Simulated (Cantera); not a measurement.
Low-pressure radical oxidation in H2/O2

A perfectly stirred reactor is fed with H₂ : O₂ : N₂ = 0.34 : 1 : 3.6 (molar parts), equivalence ratio 0.17, at 3500 Pa; it is held at 950 K, and followed from long to short residence time.

Computed with Cantera and GRI-Mech 3.0 (53 species, 325 reactions). Radical loss at walls, strong at low pressure, is not modelled. The temperature is held fixed by assumption; the heat of reaction is taken as removed at once.

```
τ (s)       x H₂   x O₂   x H₂O     x N₂O      x OH     x NO₂
------  --------  -----  ------  --------  --------  --------
30      0.000107  0.174  0.0711   3.10e-8   4.59e-5  4.83e-11
11      0.000202  0.174  0.0710   2.59e-8   6.53e-5  3.45e-11
3.9     0.000379  0.174  0.0708   2.07e-8   9.58e-5  2.90e-11
1.4     0.000691  0.174  0.0704   1.57e-8  0.000143  2.56e-11
0.50     0.00124  0.174  0.0697   1.14e-8  0.000217  2.18e-11
0.18     0.00219  0.174  0.0685   7.90e-9  0.000332  1.77e-11
0.065    0.00383  0.175  0.0661   5.28e-9  0.000505  1.35e-11
0.023    0.00677  0.176  0.0616   3.36e-9  0.000753  9.75e-12
0.0084    0.0118  0.178  0.0537   2.05e-9   0.00104  6.32e-12
0.0030    0.0211  0.181  0.0411   1.06e-9   0.00126  3.05e-12
0.0011    0.0378  0.189  0.0242  3.82e-10   0.00115    <1e-12
```
x: mole fraction; the columns are a selection and need not sum to one.
